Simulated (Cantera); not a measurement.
Mixture: CH4 : O2 : N2 = 1 : 4.65 : 17.5 (molar parts), equivalence ratio 0.43, at 74000 Pa, adiabatic and at constant volume. Ignition delay is the time to a rise of 400 K.

Model: GRI-Mech 3.0 (53 species, 325 reactions), integrated in Cantera.

Task: Predict: delay at 1098 K; delay at 1173 K; delay at 1248 K; delay at 1323 K; delay at 1398 K; delay at 1473 K; delay at 1548 K; apparent activation energy between 1398 and 1548 K.

Result: 
```json
{
  "delay at 1098 K": "0.178 s",
  "delay at 1173 K": "54.9 ms",
  "delay at 1248 K": "18.7 ms",
  "delay at 1323 K": "7.07 ms",
  "delay at 1398 K": "2.99 ms",
  "delay at 1473 K": "1.42 ms",
  "delay at 1548 K": "0.742 ms",
  "apparent activation energy between 1398 and 1548 K": "170 kJ/mol"
}
```
